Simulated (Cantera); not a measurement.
Charge: 1 mol CCl4, 1.2 mol F2, 0.075 mol H2, at 75.0 Torr.

Equilibrium computed with Cantera from the NASA thermochemical tables; the gas is ideal and each condensed phase is pure. Candidate condensed phases: C, C6H6, C7H8, C8H18; 135 gas species. Ions and electrons are included (thermal ionisation). Gases not in the tables: C2F6 and larger saturated fluorocarbons. The numbers say what is thermodynamically allowed, not how fast it happens.

**Question.** Which condensed phases are stable at each of these points (T (K)): 2000, 2250, 2500, 2750, 3000, 3250, 3500, 3750, 4000, 4250, 4500, 4750, 5000?

**Answer.** 
| T (K) | condensed phases | C condensed (%) |
|---|---|---|
| 2000 | C(graphite) | 40.6 |
| 2250 | C(graphite) | 31.7 |
| 2500 | C(graphite) | 23.7 |
| 2750 | C(graphite) | 40.8 |
| 3000 | C(graphite) | 50.5 |
| 3250 | gas only | 0.0 |
| 3500 | gas only | 0.0 |
| 3750 | gas only | 0.0 |
| 4000 | gas only | 0.0 |
| 4250 | gas only | 0.0 |
| 4500 | gas only | 0.0 |
| 4750 | gas only | 0.0 |
| 5000 | gas only | 0.0 |

From 2000 K to 3000 K the condensed part is C(graphite). From 3250 K to 5000 K nothing is condensed.
